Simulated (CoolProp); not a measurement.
Properties of n-heptane at several states (Tc = 541.2 K, pc = 2.774 MPa, ω = 0.349).

The numbers come from the reference Helmholtz-energy equation of state, Span 2003 in CoolProp. It is a short technical equation, of lower accuracy than the large ones.

```json
[
 {"T (K)": "494.4", "p (MPa)": "0.0139", "phase": "gas", "Z": "0.9976", "cv (kJ/(kg K))": "?", "viscosity (µPa s)": "9.67", "conductivity (mW/(m K))": "?"},
 {"T (K)": "576.4", "p (MPa)": "0.999", "phase": "gas", "Z": "0.8920", "cv (kJ/(kg K))": "2.742", "viscosity (µPa s)": "?", "conductivity (mW/(m K))": "46.0"},
 {"T (K)": "591.5", "p (MPa)": "3.42", "phase": "supercritical", "Z": "?", "cv (kJ/(kg K))": "2.889", "viscosity (µPa s)": "?", "conductivity (mW/(m K))": "57.2"},
 {"T (K)": "519", "p (MPa)": "0.669", "phase": "gas", "Z": "0.8924", "cv (kJ/(kg K))": "?", "viscosity (µPa s)": "10.5", "conductivity (mW/(m K))": "38.1"},
 {"T (K)": "446.6", "p (MPa)": "5.95", "phase": "liquid", "Z": "0.2906", "cv (kJ/(kg K))": "2.352", "viscosity (µPa s)": "125", "conductivity (mW/(m K))": "88.6"},
 {"T (K)": "214.3", "p (MPa)": "0.0232", "phase": "liquid", "Z": "0.001741", "cv (kJ/(kg K))": "1.541", "viscosity (µPa s)": "1410", "conductivity (mW/(m K))": "148"}
]
```

**Question.** What belongs in the gaps?

**Answer.** 
- 494.4, cv (kJ/(kg K)): 2.412
- 494.4, conductivity (mW/(m K)): 32.1
- 576.4, viscosity (µPa s): 11.9
- 591.5, Z: 0.5994
- 591.5, viscosity (µPa s): 18.9
- 519, cv (kJ/(kg K)): 2.541

Viscosity comes from a separate model (Michailidou 2014). Thermal conductivity comes from a separate model (Assael 2013).
